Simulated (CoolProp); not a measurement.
The fluid at 319.87 K and 0.071 MPa is throttled through a valve to 0.0313 MPa with no heat exchange. The same conditions are run with several fluids, on thermodynamics alone (safety and materials aside).

Computed with CoolProp (reference Helmholtz-energy equation of state of each fluid (R21: Platzer 1990; sulfur hexafluoride: Guder 2009; n-perfluorobutane: Gao 2022; R227EA: Lemmon 2016; R236EA: Rui 2013)). The equations of Platzer and Polt are older, rougher fits.

Question: Rank R21, sulfur hexafluoride, n-perfluorobutane, R227EA, R236EA by temperature change (K), highest first.

Answer: sulfur hexafluoride (-0.3), n-perfluorobutane (-0.4), R227EA (-0.6), R236EA (-0.7), R21 (-1.3)

```json
[
 {"fluid": "R21", "final density (kg/m³)": "1.22"},
 {"fluid": "sulfur hexafluoride", "final density (kg/m³)": "1.73"},
 {"fluid": "n-perfluorobutane", "final density (kg/m³)": "2.83"},
 {"fluid": "R227EA", "final density (kg/m³)": "2.02"},
 {"fluid": "R236EA", "final density (kg/m³)": "1.81"}
]
```
